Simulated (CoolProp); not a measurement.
The fluid at 392.55 K and 1.37 MPa flows at 2.7 m/s in a round tube of 6 mm bore and 1.5 µm roughness, fully developed (64/Re and Nu = 3.66 if laminar; Colebrook and Gnielinski if turbulent). The same conditions are run with several fluids, on thermodynamics alone (safety and materials aside).

Computed with CoolProp (reference Helmholtz-energy equation of state of each fluid (CH2F2 (R32): Tillner-Roth 1997; ammonia: Gao 2020; propylene: Lemmon 2013; dry air: Lemmon 2000; methane: Setzmann 1991)). Blends and air are pseudo-pure fits.

```csv
fluid,Reynolds number,Darcy friction factor,pressure drop (Pa/m),heat-transfer coefficient (W/(m² K)),mass flow (kg/h)
CH2F2 (R32),21500,0.0260,368,234,6.41
ammonia,8970,0.0322,147,192,2.07
propylene,26800,0.0248,290,348,5.31
dry air,8580,0.0325,240,145,3.33
methane,7740,0.0334,138,200,1.86
```

Transport values come from each fluid's own correlations; those of CH2F2 (R32), propylene are estimates that may be off by 10 % or more.
